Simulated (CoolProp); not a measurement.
The fluid at 293.15 K and 0.117 MPa expands adiabatically to 0.00999 MPa with isentropic efficiency 0.9. The same conditions are run with several fluids, on thermodynamics alone (safety and materials aside).

Values from CoolProp's reference Helmholtz-energy equation of state of each fluid (carbon monoxide: Lemmon 2006; R407C: Lemmon 2003; isobutene: Lemmon 2005; R152A: Outcalt 1996). Blends and air are pseudo-pure fits.

```tsv
fluid	work (kJ/kg)	final temperature (K)	final density (kg/m³)
carbon monoxide	138	159.9	0.211
R407C	53.1	220.2	0.473
isobutene	83.3	232.4	0.292
R152A	68.3	215.9	0.370
```
